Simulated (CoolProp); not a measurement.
Isobutane along the isobar 17900 kPa: fugacity coefficient from the reference equation and from simpler models built on Tc = 407.8 K, pc = 3629 kPa, ω = 0.184; each cubic takes its own stable root.

Model: reference Helmholtz-energy equation of state, Bücker 2006, in CoolProp.

| T (K) | phase | reference | Soave-Redlich-Kwong | Peng-Robinson |
|---|---|---|---|---|
| 378 | liquid | 0.1677 | 0.1796 | 0.1621 |
| 397 | liquid | 0.2133 | 0.2289 | ___ |
| 415.9 | supercritical | ___ | 0.2819 | 0.2551 |
| 434.9 | supercritical | 0.3143 | 0.3379 | 0.3063 |
| 453.9 | supercritical | ___ | 0.3951 | 0.3587 |
| 472.9 | supercritical | 0.4210 | ___ | 0.4112 |
| 491.8 | supercritical | ___ | 0.5077 | 0.4624 |
| 510.8 | supercritical | 0.5238 | 0.5613 | 0.5121 |
| 529.8 | supercritical | ___ | ___ | 0.5593 |
| 548.8 | supercritical | 0.6169 | 0.6591 | 0.6037 |

### Question
Complete the blanks.

### Answer

- 397, Peng-Robinson: 0.2069
- 415.9, reference: 0.2624
- 453.9, reference: 0.3676
- 472.9, Soave-Redlich-Kwong: 0.4522
- 491.8, reference: 0.4732
- 529.8, reference: 0.5719
- 529.8, Soave-Redlich-Kwong: 0.6119
